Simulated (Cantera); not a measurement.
Input: 1 mol SiH₂Cl₂, 0.077 mol HCl, 5.4 mol N₂, at 56000 Pa.

Equilibrium computed with Cantera from the NASA thermochemical tables; the gas is ideal and each condensed phase is pure. Candidate condensed phases: NH₄Cl, Si, Si₃N₄; 28 gas species. N₂ is the only nitrogen source here; it is nearly inert below about 1500 K, so the nitride shown seldom forms there in practice. The numbers say what is thermodynamically allowed, not how fast it happens.

Question: What share of the Si ends up in condensed phases as a function of T (°C), at 1002, 1052, 1102, 1152, 1202, 1252, 1302, 1352, 1402, 1452?

Answer: 
```
T (°C)  Si condensed (%)        as
------  ----------------  --------
1002                77.8  Si₃N₄(s)
1052                78.0  Si₃N₄(s)
1102                78.0  Si₃N₄(s)
1152                77.8  Si₃N₄(s)
1202                77.0  Si₃N₄(s)
1252                75.6  Si₃N₄(s)
1302                73.2  Si₃N₄(s)
1352                69.7  Si₃N₄(s)
1402                65.0  Si₃N₄(s)
1452                59.3  Si₃N₄(s)
```
